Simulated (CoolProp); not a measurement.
Model: reference Helmholtz-energy equation of state, McLinden 2015, in CoolProp.

For the fluoroketone C6F12O (FK-5-1-12), give the phase and the Z, cp (kJ/(kg K)), cv (kJ/(kg K)), speed of sound (m/s) at 357.6 K and 19.8 bar; 383.7 K and 19.8 bar.


- 357.6 K and 19.8 bar: liquid; Z 0.148, cp 1.15, cv 0.931, speed of sound 346
- 383.7 K and 19.8 bar: liquid; Z 0.149, cp 1.20, cv 0.959, speed of sound 272
